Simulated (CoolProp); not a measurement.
A single-stage vapour-compression cycle with trans-2-butene: evaporating at 234.15 K (dew point), condensing at 264.15 K (bubble point), superheat 10 K, subcooling 2 K, compressor efficiency 0.85, no pressure losses. Each further row changes one setting.

Computed with CoolProp (reference Helmholtz-energy equation of state, Lemmon 2005). It is a short technical equation, of lower accuracy than the large ones.

```
case                              cooling COP  pressure ratio  discharge temperature (K)  refrigerating effect (kJ/kg)  volumetric capacity (kJ/m³)
--------------------------------  -----------  --------------  -------------------------  ----------------------------  ---------------------------
as stated                                6.08            4.19                      290.3                           394                          180
evaporating temperature 239.15 K         7.57            3.20                      286.8                           400                          234
condensing temperature 259.15 K          7.41            3.39                      283.3                           405                          185
subcooling 7 K                           6.25            4.19                      290.3                           405                          185
superheat 20 K                           6.05            4.19                      300.8                           408                          178
compressor efficiency 0.75               5.37            4.19                      295.7                           394                          180
```
